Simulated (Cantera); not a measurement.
Mixture: H2 : O2 : N2 = 1 : 0.633 : 2.38 (molar parts), equivalence ratio 0.79, at 5.00 bar, adiabatic and at constant pressure. Ignition delay is the time to a rise of 400 K.

Cantera simulation using the H2/O2 subset of GRI-Mech 3.0, which has no nitrogen chemistry; the numbers are that mechanism's predictions, not measurements. The hydrogen kinetics of GRI-Mech 3.0 are dated; newer H2 mechanisms differ, most at raised pressure.

Q: At T0 = 1250 K, what is the delay, and which 6 reactions control it most (d ln τ / d ln k, from doubling and halving each rate constant)?

A: The delay is 9.55 µs.
```csv
reaction,d ln τ / d ln k,faster rate
H + O2 <=> O + OH,-1.30,shortens it
H + O2 + N2 <=> HO2 + N2,0.33,lengthens it
H + O2 + M <=> HO2 + M,0.22,lengthens it
H2 + O <=> H + OH,-0.19,shortens it
H2 + OH <=> H + H2O,-0.09,shortens it
H + O2 + O2 <=> HO2 + O2,0.06,lengthens it
```
